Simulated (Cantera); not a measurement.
A Cantera script and its output.

```python
import numpy as np
import cantera as ct

gas = ct.Solution("gri30.yaml")
gas.TPX = 400, 190000, {'C2H4': 1, 'O2': 4.35, 'N2': 17.4, 'H2O': 1.5}
flame = ct.FreeFlame(gas, width=0.026)
flame.set_refine_criteria(ratio=3, slope=0.08, curve=0.16)
flame.transport_model = "mixture-averaged"
flame.solve(loglevel=0, auto=True)
z, T = flame.grid, flame.T
thick = (T[-1] - T[0]) / np.gradient(T, z).max()
show = ['C2H4', 'O2', 'H2O', 'H2O2', 'O', 'C2H2']
print(f"laminar burning velocity  {flame.velocity[0] * 100:.3f} cm/s")
print(f"burnt temperature         {T[-1]:.1f} K")
print(f"thermal thickness         {thick * 1e3:.4f} mm")
print(f"grid points               {len(z)}")
z0 = z[flame.heat_release_rate.argmax()]
print(f"{'z/mm':>9s}{'T/K':>9s}{'u/(m/s)':>9s}" + "".join(f"{s:>11s}" for s in show))
rows = []
for k in (-3, -2, -1.5, -1, -0.5, -0.25, 0, 0.25, 0.5, 1, 2, 4, 8):
    zz = z0 + k * thick
    rows.append([k * thick, np.interp(zz, z, T), np.interp(zz, z, flame.velocity),
                 *(np.interp(zz, z, flame.X[gas.species_index(s)]) for s in show)])
    print(f"{rows[-1][0] * 1e3:9.3f}{rows[-1][1]:9.1f}{rows[-1][2]:9.3f}" + "".join(f"{x:11.3e}" for x in rows[-1][3:]))
```

It prints:

```
laminar burning velocity  44.329 cm/s
burnt temperature         1902.4 K
thermal thickness         0.2521 mm
grid points               134
     z/mm      T/K  u/(m/s)       C2H4         O2        H2O       H2O2          O       C2H2
   -0.756    400.2    0.444  4.123e-02  1.793e-01  6.186e-02  1.394e-07  6.904e-16  1.021e-08
   -0.504    401.9    0.446  4.119e-02  1.791e-01  6.203e-02  1.667e-06  9.348e-14  1.665e-07
   -0.378    408.9    0.454  4.109e-02  1.786e-01  6.268e-02  8.083e-06  1.582e-12  9.961e-07
   -0.252    450.5    0.501  4.032e-02  1.755e-01  6.618e-02  4.689e-05  1.361e-10  8.065e-06
   -0.126    731.2    0.821  3.236e-02  1.538e-01  8.556e-02  2.478e-04  4.065e-07  8.838e-05
   -0.063   1065.9    1.205  1.923e-02  1.253e-01  1.060e-01  2.685e-04  2.311e-05  2.241e-04
    0.000   1402.5    1.594  4.892e-03  9.370e-02  1.257e-01  3.037e-05  3.694e-04  3.052e-04
    0.063   1577.5    1.789  3.367e-04  7.522e-02  1.344e-01  1.500e-06  1.490e-03  7.258e-05
    0.126   1656.4    1.869  9.318e-06  6.732e-02  1.364e-01  1.084e-06  2.145e-03  3.779e-06
    0.252   1747.0    1.957  9.610e-09  6.084e-02  1.379e-01  7.275e-07  1.969e-03  7.612e-09
    0.504   1827.9    2.037  9.785e-14  5.690e-02  1.405e-01  4.197e-07  1.159e-03  1.994e-13
    1.008   1875.4    2.084  6.328e-20  5.535e-02  1.430e-01  2.171e-07  4.537e-04  1.110e-18
    2.017   1895.0    2.103  1.684e-26  5.494e-02  1.443e-01  1.086e-07  1.511e-04  4.039e-22
```

Cantera simulation using GRI-Mech 3.0 (53 species, 325 reactions); the numbers are that mechanism's predictions, not measurements. GRI-Mech 3.0 was tuned for natural gas; its chemistry of ethylene as a main component is partial and can be far from experiment. Burning velocities carry a grid error of a few per cent, more on coarse grids.
